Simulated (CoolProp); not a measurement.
Properties of dimethyl ether at several states.

Values from CoolProp's reference Helmholtz-energy equation of state, Wu 2011.

```csv
T (K),p (kPa),phase,Joule-Thomson coefficient (K/MPa),viscosity (µPa s),fugacity coefficient
484.1,11100,supercritical,4.543,24.4,0.6597
172.9,165,liquid,-0.4197,796,0.004058
465.1,17800,supercritical,1.272,40.7,0.4822
465.6,20400,supercritical,0.8864,45.1,0.4548
```

Viscosity comes from a separate model (Meng 2012).
